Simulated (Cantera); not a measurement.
Feed: 1 mol (CH3)2SiCl2, 0.29 mol C2H4, 1100 mol H2, equilibrated at 0.0133 bar.

These are equilibrium values from Cantera (NASA tables, ideal gas, pure condensed phases), not measurements of a reactor. Candidate condensed phases: C, C6H6, C7H8, C8H18, Si, SiC; 109 gas species. The feed counts by its element totals alone. Kinetics and transport are ignored.

Over these rows the condensed part is C(graphite) + SiC(s). Partial pressures as log10 of bar:

| T (K) | 1000/T (1/K) | log p C2H2 (acetylene) | log p H2 |
|---|---|---|---|
| 1325 | 0.7547 | -7.95 | -1.88 |
| 1425 | 0.7018 | -7.33 | -1.88 |
| 1525 | 0.6557 | -6.79 | -1.88 |
| 1625 | 0.6154 | ? | -1.88 |
| 1725 | 0.5797 | -5.91 | -1.88 |
| 1825 | 0.5479 | -5.55 | -1.88 |

Task: Fit log p(C2H2 (acetylene)) = a + b·(1000/T) to the five rows, give the apparent enthalpy, and predict the row at 1625 K.

Result: Means: 1000/T = 0.6480, log p = -6.706. Sxy = -0.337035, Sxx = 0.0290235, so b = -11.61 and a = -6.706 − (-11.61)×0.6480 = 0.82.
Apparent enthalpy: −19.145 × (-11.61) = 222 kJ/mol. With the condensed phases at unit activity, 2 C(graphite) + H2(g) = C2H2 (acetylene)(g) links this pressure to the main gases: over the six rows their terms move log p by +0.00 in all, so the slope is close to that reaction's ΔH°. The five rows lie within 0.01 of the line.
Prediction at 1625 K: 0.82 + (-11.61)×0.6154 = -6.32. The computed value is -6.33, 0.01 from the line.
